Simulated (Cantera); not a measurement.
Cantera run, input and output.

```python
import numpy as np
import cantera as ct

gas = ct.Solution("gri30.yaml")


def delay(T, t_max=10):
    gas.TPX = T, 1100000, {'CH4': 1, 'O2': 1.18, 'N2': 4.71}
    reactor = ct.IdealGasReactor(gas, clone=False)
    net = ct.ReactorNet([reactor])
    net.rtol, net.atol = 1e-8, 1e-16
    while net.time < t_max:
        t_old, T_old = net.time, reactor.T
        net.step()
        if reactor.T > T + 400:  # ignition: a rise of 400 K
            return t_old + (T + 400 - T_old) / (reactor.T - T_old) * (net.time - t_old)
    return np.nan


taus = []
for T in [1075, 1150, 1225, 1300, 1375, 1450, 1525]:
    taus.append(delay(T))
    print(f"T0 = {T:6g} K   tau = {taus[-1]:.4e} s")
```

Output:

```
T0 =   1075 K   tau = 2.9432e-02 s
T0 =   1150 K   tau = 1.0526e-02 s
T0 =   1225 K   tau = 4.1065e-03 s
T0 =   1300 K   tau = 1.7108e-03 s
T0 =   1375 K   tau = 7.5262e-04 s
T0 =   1450 K   tau = 3.4636e-04 s
T0 =   1525 K   tau = 1.6570e-04 s
```

Detailed kinetics in Cantera: GRI-Mech 3.0 (53 species, 325 reactions).
